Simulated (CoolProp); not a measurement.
Properties of R125 along the isotherm 500 K.

The numbers come from the reference Helmholtz-energy equation of state, Lemmon 2005 in CoolProp.

| p (MPa) | phase | Z | cv (kJ/(kg K)) | Joule-Thomson coefficient (K/MPa) | conductivity (mW/(m K)) | Prandtl number |
|---|---|---|---|---|---|---|
| 0.0172 | gas | 0.9996 | 0.9798 | 3.109 | 30.9 | 0.702 |
| 0.0325 | gas | 0.9993 | 0.9799 | 3.109 | 30.9 | 0.702 |
| 0.0617 | gas | 0.9986 | 0.9800 | 3.109 | 30.9 | 0.703 |
| 0.117 | gas | 0.9974 | 0.9802 | 3.109 | 30.9 | 0.703 |
| 0.222 | gas | 0.9951 | 0.9806 | 3.110 | 31.0 | 0.704 |
| 0.42 | gas | 0.9907 | 0.9814 | 3.111 | 31.1 | 0.706 |
| 0.797 | gas | 0.9825 | 0.9828 | 3.111 | 31.2 | 0.711 |
| 1.51 | gas | 0.9673 | 0.9856 | 3.108 | 31.6 | 0.720 |
| 2.86 | gas | 0.9402 | 0.9911 | 3.085 | 32.3 | 0.744 |
| 5.43 | supercritical | 0.8953 | 1.002 | 2.967 | 33.8 | 0.810 |

Viscosity comes from a separate model (Huber 2006). Thermal conductivity comes from a separate model (Perkins 2006).
